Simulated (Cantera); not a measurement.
Feed: 1 mol B₂H₆, 2.8 mol H₂O, 0.29 mol H₂, held at 0.000620 bar.

Cantera equilibrium calculation (NASA polynomials, part measured and part estimated; ideal gas, pure solids and liquids). Candidate condensed phases: B, B₂O₃, B₃O₃H₃, H₂O; 23 gas species. The feed counts by its element totals alone. Mutual solubility and eutectic melting of coexisting phases are not modelled. Kinetics and transport are ignored.

Which condensed phases are stable at each of these points (T (K)): 1075, 1175, 1275, 1375, 1475, 1575, 1675, 1775, 1875, 1975, 2075, 2175?


```json
[
 {"T (K)": "1075", "condensed phases": "B(s) + B₂O₃(l)", "B condensed (%)": "99.8"},
 {"T (K)": "1175", "condensed phases": "B(s) + B₂O₃(l)", "B condensed (%)": "99.3"},
 {"T (K)": "1275", "condensed phases": "B(s) + B₂O₃(l)", "B condensed (%)": "96.7"},
 {"T (K)": "1375", "condensed phases": "B(s) + B₂O₃(l)", "B condensed (%)": "81.1"},
 {"T (K)": "1475", "condensed phases": "B₂O₃(l)", "B condensed (%)": "62.3"},
 {"T (K)": "1575", "condensed phases": "gas only", "B condensed (%)": "0.0"},
 {"T (K)": "1675", "condensed phases": "gas only", "B condensed (%)": "0.0"},
 {"T (K)": "1775", "condensed phases": "gas only", "B condensed (%)": "0.0"},
 {"T (K)": "1875", "condensed phases": "gas only", "B condensed (%)": "0.0"},
 {"T (K)": "1975", "condensed phases": "gas only", "B condensed (%)": "0.0"},
 {"T (K)": "2075", "condensed phases": "gas only", "B condensed (%)": "0.0"},
 {"T (K)": "2175", "condensed phases": "gas only", "B condensed (%)": "0.0"}
]
```

From 1075 K to 1375 K the condensed part is B(s) + B₂O₃(l). At 1475 K the condensed part is B₂O₃(l). From 1575 K to 2175 K nothing is condensed.
